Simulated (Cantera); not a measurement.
Charge: 1 mol ZrO2, 0.38 mol H2, 0.67 mol N2, at 49.0 Pa.

These are equilibrium values from Cantera (NASA tables, ideal gas, pure condensed phases), not measurements of a reactor. Candidate condensed phases: H2O, Zr, ZrN, ZrO2; 28 gas species. Rates play no part.

x: gas mole fraction; n: condensed amount in mol.

| T (K) | x N2 | x H2 | x H | x ZrO | x H2O | n ZrO2(monoclinic) | n ZrO2(tetragonal) |
|---|---|---|---|---|---|---|---|
| 1448 | 0.638 | 0.362 | 0.000250 | <1e-12 | 9.75e-7 | 1.000 | 0 |
| 1548 | 0.638 | 0.361 | 0.000836 | ? | 1.77e-6 | 0 | 1.000 |
| 1648 | 0.637 | 0.360 | 0.00241 | ? | 2.97e-6 | 0 | 1.000 |
| 1748 | 0.636 | 0.358 | 0.00617 | ? | 4.66e-6 | 0 | 1.000 |
| 1848 | 0.634 | 0.352 | 0.0142 | ? | 6.91e-6 | 0 | 1.000 |
| 1948 | 0.629 | 0.342 | 0.0298 | ? | 9.66e-6 | 0 | 1.000 |
| 2048 | 0.620 | 0.323 | 0.0575 | ? | 1.27e-5 | 0 | 1.000 |
| 2148 | 0.606 | 0.293 | 0.102 | ? | 3.61e-5 | 0 | 1.000 |

Some entries are withheld; supply them.


- 1548, x ZrO: 2.84e-12
- 1648, x ZrO: 1.23e-10
- 1748, x ZrO: 3.42e-9
- 1848, x ZrO: 6.61e-8
- 1948, x ZrO: 9.38e-7
- 2048, x ZrO: 1.02e-5
- 2148, x ZrO: 3.82e-5
